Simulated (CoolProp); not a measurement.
Vapour-liquid equilibrium of R115 (1) + R22 (2) at 3.5 kPa; x and y are mole fractions of (1).

Model: multi-fluid Helmholtz-energy mixture model, Lemmon 2016 and Kamei 1995; pair parameters Bell 2016, in CoolProp.

```tsv
x	bubble temperature, mixture model (°C)	bubble temperature, Raoult's law (°C)	y, mixture model	y, Raoult's law
0.05	-94.8	-93.8	0.127	0.051
0.2	-96.9	-93.9	0.373	0.204
0.35	-97.8	-93.9	0.497	0.356
0.5	-98.2	-94.0	0.558	0.507
0.65	-98.2	-94.0	0.592	0.656
0.8	-97.9	-94.1	0.634	0.804
0.95	-96.1	-94.1	0.806	0.951
```

The largest gap from Raoult's law is -4.2 K in bubble temperature, at x = 0.5. y crosses x between x = 0.5 and 0.65: the model has an azeotrope there.

The pair parameters rest on a limited set of measurements; away from them the model extrapolates.
